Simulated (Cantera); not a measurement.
Adiabatic ignition

An adiabatic, constant-pressure homogeneous reactor starts with CO : H2 : O2 : N2 = 1 : 0.17 : 0.713 : 2.68 (molar parts), at 1750 K and 8.30 bar.

Computed with Cantera and GRI-Mech 3.0 (53 species, 325 reactions). The hydrogen kinetics of GRI-Mech 3.0 are dated; newer H2 mechanisms differ, most at raised pressure.

| t (s) | T (K) | x CO | x H2 | x O2 | x NO2 | x H2O2 | x CO2 | x N2O |
|---|---|---|---|---|---|---|---|---|
| 3.00e-6 | 2101 | 0.163 | 0.00303 | 0.0978 | 6.82e-8 | 7.39e-7 | 0.0614 | 1.69e-6 |
| 8.58e-6 | 2632 | 0.105 | 0.00304 | 0.0719 | 5.51e-7 | 2.70e-7 | 0.128 | 1.94e-6 |
| 2.45e-5 | 2928 | 0.0797 | 0.00208 | 0.0626 | 2.17e-6 | 3.16e-7 | 0.159 | 2.55e-6 |
| 7.02e-5 | 2977 | 0.0738 | 0.00191 | 0.0579 | 6.54e-6 | 3.66e-7 | 0.166 | 2.73e-6 |
| 0.000201 | 2967 | 0.0735 | 0.00192 | 0.0540 | 1.35e-5 | 3.52e-7 | 0.166 | 2.85e-6 |
| 0.000574 | 2962 | 0.0734 | 0.00193 | 0.0520 | 1.71e-5 | 3.44e-7 | 0.166 | 2.96e-6 |
| 0.00164 | 2961 | 0.0734 | 0.00193 | 0.0519 | 1.73e-5 | 3.43e-7 | 0.166 | 2.97e-6 |
| 0.00470 | 2961 | 0.0734 | 0.00193 | 0.0519 | 1.73e-5 | 3.43e-7 | 0.166 | 2.97e-6 |
| 0.0134 | 2961 | 0.0734 | 0.00193 | 0.0519 | 1.73e-5 | 3.43e-7 | 0.166 | 2.97e-6 |
| 0.0385 | 2961 | 0.0734 | 0.00193 | 0.0519 | 1.73e-5 | 3.43e-7 | 0.166 | 2.97e-6 |
| 0.110 | 2961 | 0.0734 | 0.00193 | 0.0519 | 1.73e-5 | 3.43e-7 | 0.166 | 2.97e-6 |
| 0.315 | 2961 | 0.0734 | 0.00193 | 0.0519 | 1.73e-5 | 3.43e-7 | 0.166 | 2.97e-6 |
| 0.900 | 2961 | 0.0734 | 0.00193 | 0.0519 | 1.73e-5 | 3.43e-7 | 0.166 | 2.97e-6 |
x: mole fraction; the columns are a selection and need not sum to one.

- time of steepest temperature rise = 1.80 µs
- temperature at 0.900 s = 2961 K
- equilibrium temperature = 2961 K
- x(CO) at 0.900 s = 0.0734 (gas-phase equilibrium 0.0734)
- x(H2) at 0.900 s = 0.00193 (gas-phase equilibrium 0.00193)
- x(O2) at 0.900 s = 0.0519 (gas-phase equilibrium 0.0519)
